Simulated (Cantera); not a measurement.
An isothermal, constant-pressure homogeneous reactor starts with NO : N₂ = 1 : 0.17 (molar parts), at 1523 K and 0.987 atm.

Cantera simulation using GRI-Mech 3.0 (53 species, 325 reactions); the numbers are that mechanism's predictions, not measurements.

x: mole fraction; the columns are a selection and need not sum to one.

| t (s) | x NO | x N₂ | x NO₂ | x N₂O | x O | x O₂ |
|---|---|---|---|---|---|---|
| 2.00e-6 | 0.855 | 0.145 | 2.94e-9 | … | 1.50e-8 | 1.01e-12 |
| 6.54e-6 | 0.855 | 0.145 | 2.46e-8 | … | 3.42e-8 | 8.52e-12 |
| 2.14e-5 | 0.855 | 0.145 | 1.44e-7 | … | 4.80e-8 | 5.16e-11 |
| 7.00e-5 | 0.855 | 0.145 | 5.81e-7 | … | 4.93e-8 | 2.32e-10 |
| 0.000229 | 0.855 | 0.145 | 2.02e-6 | … | 5.05e-8 | 1.08e-9 |
| 0.000749 | 0.855 | 0.145 | 6.76e-6 | … | 5.41e-8 | 6.84e-9 |
| 0.00245 | 0.855 | 0.145 | 2.28e-5 | … | 6.63e-8 | 6.51e-8 |
| 0.00801 | 0.855 | 0.145 | 7.95e-5 | … | 1.07e-7 | 9.61e-7 |
| 0.0262 | 0.854 | 0.145 | 0.000277 | … | 2.32e-7 | 2.09e-5 |
| 0.0857 | 0.853 | 0.146 | 0.000602 | 0.000239 | 4.13e-7 | 0.000350 |
| 0.280 | 0.849 | 0.148 | 0.000735 | 0.000248 | 4.92e-7 | 0.00202 |
| 0.917 | 0.838 | 0.153 | 0.000979 | 0.000241 | 6.45e-7 | 0.00749 |
| 3.00 | 0.803 | 0.171 | 0.00146 | … | 9.75e-7 | 0.0246 |

Problem. Some entries are withheld; supply them.

Solution. 
- 2.00e-6, x N₂O: 1.80e-8
- 6.54e-6, x N₂O: 5.88e-8
- 2.14e-5, x N₂O: 1.92e-7
- 7.00e-5, x N₂O: 6.29e-7
- 0.000229, x N₂O: 2.05e-6
- 0.000749, x N₂O: 6.64e-6
- 0.00245, x N₂O: 2.11e-5
- 0.00801, x N₂O: 6.26e-5
- 0.0262, x N₂O: 0.000153
- 3.00, x N₂O: 0.000220
